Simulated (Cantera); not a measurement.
A Cantera script and what it prints.

```python
import numpy as np
import cantera as ct

gas_names = [...]  # 95 gases of nasa_gas.yaml made of C, F, H
cond_names = """
    C(gr) C6H6(L) C7H8(L) C8H18(L),n-octa
""".split()


# ... load() reads the species with a 1 bar reference pressure and builds the phases ...
atoms = {
    'C2F6': {'C': 2, 'F': 6},
    'CH4': {'C': 1, 'H': 4},
    'H2': {'H': 2},
}
top_T = {'C(gr)': 4500}  # K; cautious upper limits of use, not melting points


# ... equilibrate(T, P, feed) seeds the gas with the atoms and calls Mixture.equilibrate('TP', solver="vcs", rtol=1e-11, max_steps=5000) ...
results = []
feed = {'C2F6': 1, 'CH4': 0.024, 'H2': 0.11}  # mol
P = 1300  # Pa
for T in [1300, 1375, 1450, 1525, 1600, 1675, 1750, 1825, 1900, 1975, 2050]:
    mix = equilibrate(T, P, feed)
    results.append((T, P, feed, dict(zip(mix.species_names, mix.species_moles))))

top = {s: max(r[3][s] / sum(r[3][g] for g in gas_names) for r in results) for s in gas_names}
cols = sorted((s for s in top if top[s] > 1e-05), key=lambda s: -top[s])[:8]
seen = [c for c in cond_names if any(r[3].get(c, 0) > 1e-12 for r in results)]
print("log10 of partial pressures in bar; condensed amounts in mol")
print(f"{'T/K':>10s}" + "".join(f"{s[:9]:>10s}" for s in cols + seen))
for T, P, feed, n in results:
    ng = sum(n[g] for g in gas_names)
    print(f"{T:10.4g}" + "".join(f"{np.log10(max(n[s] / ng * P / 1e5, 1e-99)):10.3f}" for s in cols)
          + "".join(f"{n.get(c, 0):10.4g}" for c in seen))
```

Output:

```
log10 of partial pressures in bar; condensed amounts in mol
       T/K       CF4        HF       CF2         F       CF3        CF     C(gr)
      1300    -1.973    -2.626    -6.856    -7.894    -7.200   -12.583     0.603
      1375    -1.973    -2.626    -6.242    -7.200    -6.702   -11.518     0.603
      1450    -1.973    -2.626    -5.692    -6.578    -6.256   -10.564    0.6029
      1525    -1.974    -2.626    -5.197    -6.018    -5.854    -9.705    0.6026
      1600    -1.974    -2.627    -4.749    -5.509    -5.491    -8.927    0.6018
      1675    -1.976    -2.627    -4.343    -5.047    -5.161    -8.220       0.6
      1750    -1.979    -2.629    -3.973    -4.624    -4.862    -7.574    0.5962
      1825    -1.985    -2.632    -3.637    -4.237    -4.590    -6.984    0.5885
      1900    -1.998    -2.638    -3.331    -3.882    -4.345    -6.442    0.5739
      1975    -2.021    -2.649    -3.054    -3.557    -4.127    -5.945    0.5479
      2050    -2.064    -2.669    -2.809    -3.261    -3.942    -5.490    0.5043
```

Method: chemical equilibrium by Gibbs-energy minimisation in Cantera with the NASA 1993 tables (ideal gas, pure condensed phases). The feed counts by its element totals alone. Gases not in the tables: C2F6 and larger saturated fluorocarbons.
